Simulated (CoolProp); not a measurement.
Normal hydrogen at 298.15 K and 2.6 MPa is throttled through a valve to 0.849 MPa with no heat exchange. Each further row changes one setting.

The numbers come from the reference Helmholtz-energy equation of state, Leachman 2009 in CoolProp.

```csv
case,temperature change (K),final density (kg/m³)
as stated,+0.5,?
outlet pressure 0.255 MPa,?,?
outlet pressure 1.1 MPa,+0.5,?
```

Q: Complete the blanks.

A: 
- as stated, final density (kg/m³): 0.686
- outlet pressure 0.255 MPa, temperature change (K): +0.7
- outlet pressure 0.255 MPa, final density (kg/m³): 0.207
- outlet pressure 1.1 MPa, final density (kg/m³): 0.887
